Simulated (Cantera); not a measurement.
Feed: 1 mol SiC, 0.0012 mol H2O, 230 mol N2, at 1050 K.

Cantera equilibrium calculation (NASA polynomials, part measured and part estimated; ideal gas, pure solids and liquids). Candidate condensed phases: C, C6H6, C7H8, C8H18, H2O, Si, SiC, SiO2, Si2N2O, Si3N4; 151 gas species. N2 is the only nitrogen source here; it is nearly inert below about 1500 K, so the nitride shown seldom forms there in practice. Mutual solubility and eutectic melting of coexisting phases are not modelled. The numbers say what is thermodynamically allowed, not how fast it happens.

Task: Which condensed phases are stable at each of these points (P (Pa)): 0.100, 2.50, 63, 1600, 40000, 1000000?

Result: 
```json
[
 {"P (Pa)": "0.100", "condensed phases": "SiC(s) + Si2N2O(s)", "Si condensed (%)": "100.0"},
 {"P (Pa)": "2.50", "condensed phases": "C(graphite) + Si2N2O(s) + Si3N4(s)", "Si condensed (%)": "100.0"},
 {"P (Pa)": "63", "condensed phases": "C(graphite) + Si2N2O(s) + Si3N4(s)", "Si condensed (%)": "100.0"},
 {"P (Pa)": "1600", "condensed phases": "C(graphite) + Si2N2O(s) + Si3N4(s)", "Si condensed (%)": "100.0"},
 {"P (Pa)": "40000", "condensed phases": "C(graphite) + Si2N2O(s) + Si3N4(s)", "Si condensed (%)": "100.0"},
 {"P (Pa)": "1000000", "condensed phases": "C(graphite) + Si2N2O(s) + Si3N4(s)", "Si condensed (%)": "100.0"}
]
```

At 0.100 Pa the condensed part is SiC(s) + Si2N2O(s). From 2.50 Pa to 10.0 bar the condensed part is C(graphite) + Si2N2O(s) + Si3N4(s).
